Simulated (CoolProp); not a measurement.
Saturation properties of isohexane (Tc = 224.6 °C, pc = 3043 kPa, ω = 0.280).

Model: reference Helmholtz-energy equation of state, Lemmon 2006, in CoolProp. It is a short technical equation, of lower accuracy than the large ones.

```json
[
 {"T (°C)": "112.35", "p (kPa)": "413.7", "liquid density (kg/m³)": "559.3", "vapour density (kg/m³)": "12.76"},
 {"T (°C)": "115.85", "p (kPa)": "447.9", "liquid density (kg/m³)": "555.1", "vapour density (kg/m³)": "13.81"},
 {"T (°C)": "119.45", "p (kPa)": "485.2", "liquid density (kg/m³)": "550.8", "vapour density (kg/m³)": "14.96"},
 {"T (°C)": "122.95", "p (kPa)": "523.7", "liquid density (kg/m³)": "546.5", "vapour density (kg/m³)": "16.15"},
 {"T (°C)": "126.55", "p (kPa)": "565.6", "liquid density (kg/m³)": "542.0", "vapour density (kg/m³)": "17.46"},
 {"T (°C)": "130.05", "p (kPa)": "608.7", "liquid density (kg/m³)": "537.5", "vapour density (kg/m³)": "18.81"},
 {"T (°C)": "133.65", "p (kPa)": "655.6", "liquid density (kg/m³)": "532.8", "vapour density (kg/m³)": "20.30"},
 {"T (°C)": "137.15", "p (kPa)": "703.7", "liquid density (kg/m³)": "528.2", "vapour density (kg/m³)": "21.85"},
 {"T (°C)": "140.75", "p (kPa)": "755.9", "liquid density (kg/m³)": "523.3", "vapour density (kg/m³)": "23.55"},
 {"T (°C)": "144.35", "p (kPa)": "810.9", "liquid density (kg/m³)": "518.3", "vapour density (kg/m³)": "25.36"},
 {"T (°C)": "147.85", "p (kPa)": "867.2", "liquid density (kg/m³)": "513.3", "vapour density (kg/m³)": "27.25"},
 {"T (°C)": "151.45", "p (kPa)": "928.1", "liquid density (kg/m³)": "508.1", "vapour density (kg/m³)": "29.33"},
 {"T (°C)": "154.95", "p (kPa)": "990.3", "liquid density (kg/m³)": "502.8", "vapour density (kg/m³)": "31.49"},
 {"T (°C)": "158.55", "p (kPa)": "1057", "liquid density (kg/m³)": "497.3", "vapour density (kg/m³)": "33.87"},
 {"T (°C)": "162.05", "p (kPa)": "1126", "liquid density (kg/m³)": "491.7", "vapour density (kg/m³)": "36.35"}
]
```

It boils at 60.2 °C under 1 atm.
